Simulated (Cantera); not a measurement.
An isothermal, constant-pressure homogeneous reactor starts with 16.9 % C2H4, 83.1 % H2, at 1725 K and 0.859 atm.

Cantera simulation using GRI-Mech 3.0 (53 species, 325 reactions); the numbers are that mechanism's predictions, not measurements. GRI-Mech 3.0 was tuned for natural gas; its chemistry of ethylene as a main component is partial and can be far from experiment. GRI-Mech 3.0 stops at C3 and has no aromatics, soot or wall deposition, so with more carbon than oxygen in the feed, carbon stays in small species such as C2H2 where larger ones or solid carbon would form.

x: mole fraction; the columns are a selection and need not sum to one.

```json
[
 {"t (s)": "7.00e-5", "x C2H4": "0.163", "x H2": "0.831", "x CH4": "1.23e-5", "x H": "2.73e-5", "x CH3": "…"},
 {"t (s)": "0.000229", "x C2H4": "0.137", "x H2": "0.835", "x CH4": "0.000263", "x H": "8.83e-5", "x CH3": "…"},
 {"t (s)": "0.000749", "x C2H4": "0.0620", "x H2": "0.845", "x CH4": "0.00136", "x H": "0.000115", "x CH3": "…"},
 {"t (s)": "0.00245", "x C2H4": "0.00644", "x H2": "0.852", "x CH4": "0.00244", "x H": "0.000179", "x CH3": "…"},
 {"t (s)": "0.00801", "x C2H4": "0.00410", "x H2": "0.852", "x CH4": "0.00352", "x H": "0.000201", "x CH3": "…"},
 {"t (s)": "0.0262", "x C2H4": "0.00406", "x H2": "0.850", "x CH4": "0.00681", "x H": "0.000197", "x CH3": "…"},
 {"t (s)": "0.0857", "x C2H4": "0.00396", "x H2": "0.844", "x CH4": "0.0153", "x H": "0.000189", "x CH3": "…"},
 {"t (s)": "0.280", "x C2H4": "0.00387", "x H2": "0.839", "x CH4": "0.0243", "x H": "0.000184", "x CH3": "0.000108"},
 {"t (s)": "0.917", "x C2H4": "0.00386", "x H2": "0.838", "x CH4": "0.0251", "x H": "0.000184", "x CH3": "0.000111"},
 {"t (s)": "3.00", "x C2H4": "0.00386", "x H2": "0.838", "x CH4": "0.0251", "x H": "0.000184", "x CH3": "0.000111"}
]
```

**Question.** What belongs in the gaps?

**Answer.** 
- 7.00e-5, x CH3: 3.99e-7
- 0.000229, x CH3: 2.51e-6
- 0.000749, x CH3: 5.04e-6
- 0.00245, x CH3: 1.06e-5
- 0.00801, x CH3: 1.69e-5
- 0.0262, x CH3: 3.20e-5
- 0.0857, x CH3: 6.94e-5
